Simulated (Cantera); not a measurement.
What does this Cantera script print?

```python
import numpy as np
import cantera as ct

gas = ct.Solution("gri30.yaml")
gas.TPX = 1350, 110000, {'CO': 0.027, 'O2': 0.0039, 'H2O': 0.0019, 'N2': 1}
reactor = ct.IdealGasConstPressureReactor(gas, energy="off", clone=False)
net = ct.ReactorNet([reactor])
net.rtol, net.atol = 1e-08, 1e-18
show = ['CO', 'O2', 'H2O', 'H', 'CO2', 'O', 'NO2']
times = np.geomspace(2e-05, 1, 10)

steps = ct.SolutionArray(gas, extra=["t"])
rows = []
print(f"{'t/s':>10s}{'T/K':>9s}{'P/Pa':>11s}" + "".join(f"{s:>11s}" for s in show))
for t in times:
    while net.time < t:
        t_next = net.step()
        steps.append(gas.state, t=t_next)
    rows.append([np.interp(t, steps.t, y) for y in (steps.T, steps.P, *steps(*show).X.T)])
    print(f"{t:10.3e}{rows[-1][0]:9.1f}{rows[-1][1]:11.4g}" + "".join(f"{x:11.3e}" for x in rows[-1][2:]))
rate = np.gradient(steps.T, steps.t)
print("integrator steps:", len(steps.t))
if steps.T.max() > steps.T[0] + 200:
    print(f"time of steepest temperature rise: {steps.t[rate.argmax()]:.4e} s")
gas.TPX = 1350, 110000, {'CO': 0.027, 'O2': 0.0039, 'H2O': 0.0019, 'N2': 1}
gas.equilibrate("TP")
print(f"equilibrium (TP): T = {gas.T:.1f} K  " + "  ".join(f"{s} {gas[s].X[0]:.3e}" for s in show))
```

It prints:

```
       t/s      T/K       P/Pa         CO         O2        H2O          H        CO2          O        NO2
 2.000e-05   1350.0    1.1e+05  2.614e-02  3.776e-03  1.840e-03  5.954e-12  8.942e-10  8.739e-10  6.744e-26
 6.655e-05   1350.0    1.1e+05  2.614e-02  3.776e-03  1.840e-03  9.936e-11  3.113e-09  2.854e-09  4.291e-24
 2.214e-04   1350.0    1.1e+05  2.614e-02  3.776e-03  1.840e-03  1.254e-09  1.293e-08  9.739e-09  4.584e-22
 7.368e-04   1350.0    1.1e+05  2.614e-02  3.776e-03  1.840e-03  2.056e-08  1.299e-07  6.927e-08  2.179e-19
 2.452e-03   1350.0    1.1e+05  2.609e-02  3.741e-03  1.832e-03  8.389e-06  5.135e-05  2.369e-05  7.255e-14
 8.158e-03   1350.0    1.1e+05  1.753e-02  2.033e-05  6.227e-04  1.154e-03  8.699e-03  3.585e-05  4.436e-11
 2.714e-02   1350.0    1.1e+05  1.766e-02  2.248e-07  8.400e-04  1.719e-04  8.579e-03  4.506e-07  3.773e-12
 9.032e-02   1350.0    1.1e+05  1.770e-02  1.267e-08  8.827e-04  4.089e-05  8.540e-03  2.488e-08  8.324e-13
 3.005e-01   1350.0    1.1e+05  1.771e-02  8.187e-10  8.934e-04  1.010e-05  8.531e-03  1.541e-09  1.900e-13
 1.000e+00   1350.0    1.1e+05  1.771e-02  5.177e-11  8.964e-04  2.389e-06  8.529e-03  9.274e-11  4.473e-14
integrator steps: 1712
equilibrium (TP): T = 1350.0 K  CO 1.771e-02  O2 3.435e-14  H2O 8.977e-04  H 7.047e-08  CO2 8.530e-03  O 7.505e-14  NO2 9.215e-19
```

Cantera simulation using GRI-Mech 3.0 (53 species, 325 reactions); the numbers are that mechanism's predictions, not measurements.
